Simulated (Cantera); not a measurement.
Feed: 1 mol TiO₂, 0.052 mol HCl, 1.6 mol O₂, 0.083 mol Cl₂, equilibrated at 1077 °C and 0.0890 bar.

Equilibrium computed with Cantera from the NASA thermochemical tables; the gas is ideal and each condensed phase is pure. Candidate condensed phases: H₂O, Ti, TiCl₂, TiCl₃, TiCl₄, TiO, TiO₂, Ti₂O₃, Ti₃O₅, Ti₄O₇; 23 gas species. Kinetics and transport are ignored.

Base state: O₂ 0.916, Cl₂ 0.0413, HCl 0.0292, Cl 0.0130, H₂O 0.000312, ClO 0.000113 (mole fractions); condensed: TiO₂(rutile).

What changes in the equilibrium state with this change: temperature from 1077 °C to 1327 °C?


```csv
species,before,after
O₂,0.916,0.898
Cl,0.0130,0.0526
HCl,0.0292,0.0286
Cl₂,0.0413,0.0204
O,1.35e-6,4.61e-5
OH,2.71e-6,2.39e-5
ClO,0.000113,0.000324
"TiO₂(rutile), mol",1.00,1.000
```

What changes in the equilibrium state with this change: temperature from 1077 °C to 1425 °C?


| species | before | after |
|---|---|---|
| O₂ | 0.916 | 0.890 |
| Cl | 0.0130 | 0.0692 |
| HCl | 0.0292 | 0.0282 |
| Cl₂ | 0.0413 | 0.0118 |
| O | 1.35e-6 | 0.000139 |
| OH | 2.71e-6 | 5.49e-5 |
| ClO | 0.000113 | 0.000382 |
| TiO₂(rutile), mol | 1.00 | 1.000 |
